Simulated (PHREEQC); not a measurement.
Consider water at 25 °C with 3.7 mmol/kgw H3BO3 and 2.1 mmol/kgw NH3. Closed to the air; pH follows from the charge balance.

Computed with PHREEQC (ion-association model, phreeqc.dat).

pH: 8.99
ionic strength: 0.00137 mol/kgw
total alkalinity: 2.10 meq/kg

```csv
species,molality,activity,log γ
H3BO3,0.00234,0.00234,0.000
NH4+,0.00137,0.00132,-0.018
H2BO3-,0.00136,0.00131,-0.018
NH3,0.000728,0.000728,0.000
OH-,1.03e-5,9.83e-6,-0.018
H+,1.07e-9,1.03e-9,-0.017
```

This is a speciation only: nothing precipitates in the calculation. Species that the database lacks are ignored.
